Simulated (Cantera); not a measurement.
A closed system holds: 1 mol Si, 1.5 mol CO2, 23 mol N2, held at 950 K.

Cantera equilibrium calculation (NASA polynomials, part measured and part estimated; ideal gas, pure solids and liquids). Candidate condensed phases: C, Si, SiC, SiO2, Si2N2O, Si3N4; 34 gas species. N2 is the only nitrogen source here; it is nearly inert below about 1500 K, so the nitride shown seldom forms there in practice. Kinetics and transport are ignored.

x: gas mole fraction; n: condensed amount in mol.

| P (Pa) | x N2 | x CO | x CO2 | x SiO | n SiO2(β-quartz) | n Si2N2O(s) | n C(graphite) |
|---|---|---|---|---|---|---|---|
| 0.100 | 0.938 | 0.0616 | [?] | 1.37e-8 | 0.667 | 0.167 | 0 |
| 1.50 | 0.938 | 0.0616 | [?] | 3.70e-10 | 0.667 | 0.167 | 0 |
| 22 | 0.958 | 0.0417 | [?] | 8.15e-12 | 1.00 | 0 | 0.500 |
| 320 | 0.958 | 0.0416 | [?] | <1e-12 | 1.00 | 0 | 0.500 |
| 4600 | 0.958 | 0.0414 | [?] | <1e-12 | 1.00 | 0 | 0.503 |
| 68000 | 0.960 | 0.0384 | [?] | <1e-12 | 1.00 | 0 | 0.540 |
| 1000000 | 0.967 | 0.0235 | [?] | <1e-12 | 1.00 | 0 | 0.720 |

Some entries are withheld; supply them.


- 0.100, x CO2: 1.24e-7
- 1.50, x CO2: 3.06e-7
- 22, x CO2: 6.39e-7
- 320, x CO2: 9.29e-6
- 4600, x CO2: 0.000132
- 68000, x CO2: 0.00168
- 1000000, x CO2: 0.00926
